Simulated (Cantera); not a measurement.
Charge: 1 mol Si, 2.6 mol CO, 2 mol H2, at 1 atm.

These are equilibrium values from Cantera (NASA tables, ideal gas, pure condensed phases), not measurements of a reactor. Candidate condensed phases: C, C6H6, C7H8, C8H18, H2O, Si, SiC, SiO2; 123 gas species. Mutual solubility and eutectic melting of coexisting phases are not modelled. The tables hold silica as quartz up to 1696 K and as liquid above; real silica turns to tridymite and cristobalite and melts near 1996 K. Rates play no part.

**Question.** Which condensed phases are stable at each of these points (T (°C)): 1277, 1302, 1327, 1352, 1377, 1402, 1427, 1452, 1477, 1502, 1527, 1552, 1577?

**Answer.** 
| T (°C) | condensed phases | Si condensed (%) |
|---|---|---|
| 1277 | C(graphite) + SiO2(β-quartz) | 100.0 |
| 1302 | C(graphite) + SiO2(β-quartz) | 100.0 |
| 1327 | C(graphite) + SiO2(β-quartz) | 100.0 |
| 1352 | C(graphite) + SiO2(β-quartz) | 99.9 |
| 1377 | C(graphite) + SiO2(β-quartz) | 99.9 |
| 1402 | C(graphite) + SiC(s) + SiO2(β-quartz) | 99.7 |
| 1427 | C(graphite) + SiC(s) + SiO2(condensed) | 99.5 |
| 1452 | SiC(s) + SiO2(condensed) | 99.1 |
| 1477 | SiC(s) + SiO2(condensed) | 98.6 |
| 1502 | SiC(s) + SiO2(condensed) | 97.8 |
| 1527 | SiC(s) + SiO2(condensed) | 96.6 |
| 1552 | SiC(s) + SiO2(condensed) | 94.7 |
| 1577 | SiC(s) + SiO2(condensed) | 91.9 |

From 1277 °C to 1377 °C the condensed part is C(graphite) + SiO2(β-quartz). At 1402 °C the condensed part is C(graphite) + SiC(s) + SiO2(β-quartz). At 1427 °C the condensed part is C(graphite) + SiC(s) + SiO2(condensed). From 1452 °C to 1577 °C the condensed part is SiC(s) + SiO2(condensed).
